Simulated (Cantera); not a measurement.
Charge: 1 mol Si(CH3)4, 0.0076 mol C3H8, 1300 mol H2, at 1400 K and 160 Pa.

These are equilibrium values from Cantera (NASA tables, ideal gas, pure condensed phases), not measurements of a reactor. Candidate condensed phases: C, C6H6, C7H8, C8H18, Si, SiC; 87 gas species. Rates play no part.

Base state: H2 1.000, H 0.000122 (mole fractions); condensed: C(graphite) + SiC(s).

Question: What changes in the equilibrium state with this change: temperature from 1400 K to 2225 K?

Answer: 
```json
[
 {"species": "H2", "before": "1.000", "after": "0.849"},
 {"species": "H", "before": "0.000122", "after": "0.149"},
 {"species": "C2H2 (acetylene)", "before": "2.52e-6", "after": "0.00137"},
 {"species": "Si", "before": "2.47e-9", "after": "0.000658"},
 {"species": "SiC2", "before": "<1e-9", "after": "3.82e-5"},
 {"species": "SiH", "before": "<1e-9", "after": "1.02e-5"},
 {"species": "C(graphite), mol", "before": "3.01", "after": "0"},
 {"species": "SiC(s), mol", "before": "1.000", "after": "0"}
]
```

Question: What changes in the equilibrium state with this change: pressure from 160 Pa to 13300 Pa?

Answer: 
| species | before | after |
|---|---|---|
| H2 | 1.000 | 0.999 |
| CH4 | 6.91e-6 | 0.000575 |
| H | 0.000122 | 1.33e-5 |
| C(graphite), mol | 3.01 | 2.26 |
| SiC(s), mol | 1.000 | 1.000 |
